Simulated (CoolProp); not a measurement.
R134a at 380.72 K and 0.177 MPa is throttled through a valve to 0.0126 MPa with no heat exchange. Each further row changes one setting.

Model: reference Helmholtz-energy equation of state, Tillner-Roth 1994, in CoolProp.

| case | temperature change (K) | final density (kg/m³) |
|---|---|---|
| as stated | … | … |
| outlet pressure 0.00378 MPa | … | … |
| outlet pressure 0.0164 MPa | … | 0.531 |

Problem. Fill in the missing entries.

Solution. 
- as stated, temperature change (K): -1.6
- as stated, final density (kg/m³): 0.408
- outlet pressure 0.00378 MPa, temperature change (K): -1.7
- outlet pressure 0.00378 MPa, final density (kg/m³): 0.122
- outlet pressure 0.0164 MPa, temperature change (K): -1.5
